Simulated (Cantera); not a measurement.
# Premixed flame

A freely propagating, adiabatic, planar premixed flame of 18.2 % H2, 17.2 % O2, 64.6 % N2, equivalence ratio 0.53, unburnt at 675 K and 760 Torr; multicomponent transport, grid criteria slope 0.08 and curve 0.16, no radiation.

Computed with Cantera and the H2/O2 subset of GRI-Mech 3.0, which has no nitrogen chemistry. Burning velocities carry a grid error of a few per cent, more on coarse grids. Lean hydrogen flames are cellular in practice and burn faster than this planar one.

```
z (mm)  T (K)  u (m/s)     x H2    x O2       x O   x H2O2       x H    x H2O
------  -----  -------  -------  ------  --------  -------  --------  -------
-1.32     675     5.01    0.182   0.172     <1e-8    <1e-8     <1e-8    <1e-8
-0.880    675     5.01    0.182   0.172     <1e-8    <1e-8     <1e-8    <1e-8
-0.660    675     5.01    0.182   0.172     <1e-8    <1e-8     <1e-8  6.69e-8
-0.440    675     5.01    0.181   0.172   4.81e-8  3.47e-8   3.92e-7  6.16e-6
-0.220    710     5.21    0.170   0.172   2.72e-5  8.14e-6  0.000291  0.00281
-0.110    899     6.44    0.134   0.166  0.000583  1.24e-5   0.00384   0.0249
0        1218     8.53   0.0695   0.137   0.00487  7.92e-6    0.0146   0.0872
0.110    1462     10.2   0.0252   0.104    0.0106  4.28e-6    0.0191    0.144
0.220    1595     11.0   0.0132  0.0921    0.0119  2.36e-6    0.0158    0.164
0.440    1730     11.9  0.00885  0.0882   0.00961  1.19e-6   0.00949    0.175
0.880    1843     12.6  0.00581  0.0873   0.00616  6.52e-7   0.00441    0.183
1.76     1924     13.1  0.00308  0.0873   0.00319  3.81e-7   0.00154    0.190
3.52     1971     13.3  0.00131  0.0879   0.00134  2.25e-7  0.000403    0.194
```
x: mole fraction of selected species; z is measured from the peak of heat release.

* **laminar burning velocity**: 501 cm/s
* **thermal thickness**: 0.440 mm
* **peak x(O)**: 0.0119
* **peak x(H2O2)**: 1.30e-5
* **peak x(H)**: 0.0192
* **grid points**: 123
